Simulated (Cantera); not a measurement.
A closed system holds: 1 mol Si, 0.035 mol CO2, 2.7 mol H2, a varied amount of H2O, equilibrated at 1227 °C and 1.10 bar.

Method: chemical equilibrium by Gibbs-energy minimisation in Cantera with the NASA 1993 tables (ideal gas, pure condensed phases). Candidate condensed phases: C, C6H6, C7H8, C8H18, H2O, Si, SiC, SiO2; 123 gas species. Mutual solubility and eutectic melting of coexisting phases are not modelled. The tables hold silica as quartz up to 1696 K and as liquid above; real silica turns to tridymite and cristobalite and melts near 1996 K. Gases not in the tables: Si(OH)4. Rates play no part.

Problem. Which condensed phases are stable at each of these points (n(H2O) (mol)): 0.14, 0.2, 0.28, 0.4, 0.57, 0.8, 1.1, 1.6, 2.3?

Solution. 
| n(H2O) (mol) | condensed phases | Si condensed (%) |
|---|---|---|
| 0.14 | Si(s) + SiC(s) + SiO2(β-quartz) | 99.9 |
| 0.2 | Si(s) + SiC(s) + SiO2(β-quartz) | 99.9 |
| 0.28 | Si(s) + SiC(s) + SiO2(β-quartz) | 99.9 |
| 0.4 | Si(s) + SiC(s) + SiO2(β-quartz) | 99.9 |
| 0.57 | Si(s) + SiC(s) + SiO2(β-quartz) | 99.8 |
| 0.8 | Si(s) + SiC(s) + SiO2(β-quartz) | 99.8 |
| 1.1 | Si(s) + SiC(s) + SiO2(β-quartz) | 99.8 |
| 1.6 | Si(s) + SiC(s) + SiO2(β-quartz) | 99.8 |
| 2.3 | SiO2(β-quartz) | 100.0 |

From 0.14 mol H2O to 1.6 mol H2O the condensed part is Si(s) + SiC(s) + SiO2(β-quartz). At 2.3 mol H2O the condensed part is SiO2(β-quartz).
